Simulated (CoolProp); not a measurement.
Dodecamethylcyclohexasiloxane (D6) along the isobar 0.582 MPa: fugacity coefficient from the reference equation and from simpler models built on Tc = 372.6 °C, pc = 0.9614 MPa, ω = 0.736; each cubic takes its own stable root.

Computed with CoolProp (reference Helmholtz-energy equation of state, Colonna 2008). It is a short technical equation, of lower accuracy than the large ones.

```tsv
T (°C)	phase	reference
4.85	liquid	7.731e-7
23.45	liquid	5.427e-6
41.95	liquid	2.825e-5
60.55	liquid	0.0001172
79.15	liquid	0.0004006
97.75	liquid	0.001165
116.25	liquid	0.002946
134.85	liquid	0.006678
153.45	liquid	0.01373
171.95	liquid	0.02589
190.55	liquid	0.04555
209.15	liquid	0.07525
227.75	liquid	0.1176
246.25	liquid	0.1747
```

Task: How far does each simpler model (van der Waals, Redlich-Kwong, Soave-Redlich-Kwong, Peng-Robinson) lie from the reference over these 14 states: mean and median of the absolute difference, and the worst?

Result: 
- van der Waals: mean 229449.2 %, median 4002.9 %, worst +2405798.3 % at 4.85 °C and 0.582 MPa
- Redlich-Kwong: mean 7155.7 %, median 1006.2 %, worst +53386.0 % at 4.85 °C and 0.582 MPa
- Soave-Redlich-Kwong: mean 5.2 %, median 2.4 %, worst +26.6 % at 4.85 °C and 0.582 MPa
- Peng-Robinson: mean 22.6 %, median 9.9 %, worst +94.3 % at 4.85 °C and 0.582 MPa
